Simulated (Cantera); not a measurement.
Cantera run:

```python
import numpy as np
import cantera as ct

gas_names = """
    C CH CH2 CH3 CH2OH CH3O CH4 CH3OH CO CO2 COOH C2 C2H CHCO,ketyl C2H2,acetylene C2H2,vinylidene
    CH2CO,ketene C2H3,vinyl CH3CO,acetyl C2H4 C2H4O,ethylen CH3CHO,ethanal CH3COOH (HCOOH)2 C2H5 C2H6
    CH3OCH3 C2H5OH C2O C3 C3H3,propargyl C3H4,allene C3H4,propyne C3H4,cyclo- C3H5,allyl C3H6,propylene
    C3H6,cyclo- C3H6O C3H7,n-propyl C3H7,i-propyl C3H8 C3H8O,1propanol C3H8O,2propanol C3O2 C4 C4H2
    C4H4,1,3-cyclo- C4H6,butadiene C4H6,2-butyne C4H6,cyclo- C4H8,1-butene C4H8,cis2-buten
    C4H8,tr2-butene C4H8,isobutene C4H8,cyclo- (CH3COOH)2 C4H9,n-butyl C4H9,i-butyl C4H9,s-butyl
    C4H9,t-butyl C4H10,isobutane C4H10,n-butane C5 C5H6,1,3cyclo- C5H8,cyclo- C5H10,1-pentene
    C5H10,cyclo- C5H11,pentyl C5H11,t-pentyl C5H12,n-pentane C5H12,i-pentane CH3C(CH3)2CH3 C6H2
    C6H5,phenyl C6H5O,phenoxy C6H6 C6H5OH,phenol C6H10,cyclo- C6H12,1-hexene C6H12,cyclo- C6H13,n-hexyl
    C7H7,benzyl C7H8 C7H8O,cresol C7H14,1-heptene C7H15,n-heptyl C7H16,n-heptane C8H8,styrene
    C8H10,ethylbenz C8H16,1-octene C8H17,n-octyl C8H18,isooctane C8H18,n-octane C9H19,n-nonyl
    C10H8,naphthale C10H21,n-decyl C12H9,o-bipheny C12H10,bipheny Cu CuO Cu2 H HCO HO2 H2
    HCHO,formaldehy HCOOH H2O H2O2 O OH O2 O3
""".split()
cond_names = """
    C(gr) C6H6(L) C7H8(L) C8H18(L),n-octa Cu(cr) Cu(L) CuO(s) CuO2H2(s) Cu2O(s) Cu2O(L) H2O(s) H2O(L)
""".split()


def load(file, names, dense=False):
    # The tables refer to 1 bar. Condensed volumes are neglected.
    table = {s.name: s for s in ct.Species.list_from_file(file)}
    out = []
    for n in names:
        d = dict(table[n].input_data)
        d["thermo"] = dict(d["thermo"], **{"reference-pressure": 1e5})
        if dense:
            d["equation-of-state"] = {"model": "constant-volume", "density": "1e6 g/cm^3"}
        out.append(ct.Species.from_dict(d))
    return out


gas = ct.Solution(thermo="ideal-gas", species=load("nasa_gas.yaml", gas_names))
cond = {s.name: ct.Solution(thermo="fixed-stoichiometry", species=[s], name=s.name)
        for s in load("nasa_condensed.yaml", cond_names, dense=True)}
atoms = {
    'CuO': {'Cu': 1, 'O': 1},
    'CO': {'C': 1, 'O': 1},
    'H2': {'H': 2},
}
top_T = {'C(gr)': 4500, 'CuO(s)': 1390}  # K; cautious upper limits of use, not melting points


def equilibrate(T, P, feed):
    n = {}
    for name, mol in feed.items():
        for a, k in atoms[name].items():
            n[a] = n.get(a, 0.0) + k * mol
    gas.TPX = T, P, n
    mass = sum(n.values()) * gas.mean_molecular_weight
    gas.equilibrate("TP")
    valid = [c for c in cond.values() if c.min_temp <= T <= top_T.get(c.name, c.max_temp)]
    mix = ct.Mixture([(gas, mass / gas.mean_molecular_weight)] + [(c, 0.0) for c in valid])
    mix.T, mix.P = T, P
    mix.equilibrate("TP", solver="vcs", rtol=1e-11, max_steps=5000)
    return mix


results = []
feed = {'CuO': 1, 'CO': 0.68, 'H2': 1.1}  # mol
P = 470  # Pa
for T in [1023, 1173, 1323, 1473, 1623, 1773, 1923, 2073, 2223, 2373, 2523]:
    mix = equilibrate(T, P, feed)
    results.append((T, P, feed, dict(zip(mix.species_names, mix.species_moles))))
    x = sorted(zip(gas.X, gas.species_names), reverse=True)
    print(f"T = {T:g} K  P = {P:g} Pa  gas = {mix.phase_moles(0):.4g} mol")
    print("   x: " + "  ".join(f"{s} {v:.3e}" for v, s in x if v > 1e-06))
    print("   condensed (mol): " + ("  ".join(f"{mix.phase(i).name} {mix.phase_moles(i):.4g}"
          for i in range(1, mix.n_phases) if mix.phase_moles(i) > 1e-12) or "none"))
```

Result:

```
T = 1023 K  P = 470 Pa  gas = 1.78 mol
   x: H2O 3.317e-01  H2 2.863e-01  CO2 2.301e-01  CO 1.519e-01
   condensed (mol): Cu(cr) 1
T = 1173 K  P = 470 Pa  gas = 1.78 mol
   x: H2O 3.612e-01  H2 2.568e-01  CO2 2.006e-01  CO 1.814e-01  Cu 1.215e-06
   condensed (mol): Cu(cr) 1
T = 1323 K  P = 470 Pa  gas = 1.78 mol
   x: H2O 3.831e-01  H2 2.349e-01  CO 2.033e-01  CO2 1.787e-01  Cu 5.711e-05  H 1.121e-05
   condensed (mol): Cu(cr) 0.9999
T = 1473 K  P = 470 Pa  gas = 1.782 mol
   x: H2O 3.990e-01  CO 2.194e-01  H2 2.182e-01  CO2 1.621e-01  Cu 1.101e-03  H 8.620e-05  OH 4.102e-06
   condensed (mol): Cu(L) 0.998
T = 1623 K  P = 470 Pa  gas = 1.802 mol
   x: H2O 4.069e-01  CO 2.294e-01  H2 2.033e-01  CO2 1.480e-01  Cu 1.182e-02  H 4.546e-04  OH 3.809e-05  Cu2 9.602e-06
   condensed (mol): Cu(L) 0.9787
T = 1773 K  P = 470 Pa  gas = 1.945 mol
   x: H2O 3.855e-01  CO 2.212e-01  H2 1.790e-01  CO2 1.283e-01  Cu 8.390e-02  H 1.755e-03  OH 2.343e-04  Cu2 1.429e-04  O 1.795e-06  O2 1.718e-06  CuO 1.031e-06
   condensed (mol): Cu(L) 0.8362
T = 1923 K  P = 470 Pa  gas = 2.785 mol
   x: Cu 3.571e-01  H2O 2.730e-01  CO 1.592e-01  H2 1.190e-01  CO2 8.495e-02  H 4.741e-03  OH 9.360e-04  Cu2 9.215e-04  O 2.782e-05  O2 2.777e-05  CuO 1.490e-05
   condensed (mol): none
T = 2073 K  P = 470 Pa  gas = 2.804 mol
   x: Cu 3.559e-01  H2O 2.716e-01  CO 1.619e-01  H2 1.126e-01  CO2 8.062e-02  H 1.287e-02  OH 3.532e-03  Cu2 3.773e-04  O2 2.991e-04  O 2.899e-04  CuO 4.213e-05
   condensed (mol): none
T = 2223 K  P = 470 Pa  gas = 2.851 mol
   x: Cu 3.504e-01  H2O 2.590e-01  CO 1.640e-01  H2 1.063e-01  CO2 7.455e-02  H 3.047e-02  OH 1.072e-02  O2 2.182e-03  O 2.130e-03  Cu2 1.695e-04  CuO 9.867e-05
   condensed (mol): none
T = 2373 K  P = 470 Pa  gas = 2.973 mol
   x: Cu 3.360e-01  H2O 2.209e-01  CO 1.675e-01  H2 1.038e-01  H 6.563e-02  CO2 6.118e-02  OH 2.481e-02  O 1.056e-02  O2 9.327e-03  CuO 1.748e-04  Cu2 7.938e-05
   condensed (mol): none
T = 2523 K  P = 470 Pa  gas = 3.233 mol
   x: Cu 3.090e-01  CO 1.700e-01  H2O 1.523e-01  H 1.298e-01  H2 1.025e-01  OH 4.102e-02  CO2 4.032e-02  O 3.403e-02  O2 2.071e-02  CuO 2.166e-04  Cu2 3.695e-05
   condensed (mol): none
```

Equilibrium computed with Cantera from the NASA thermochemical tables; the gas is ideal and each condensed phase is pure.
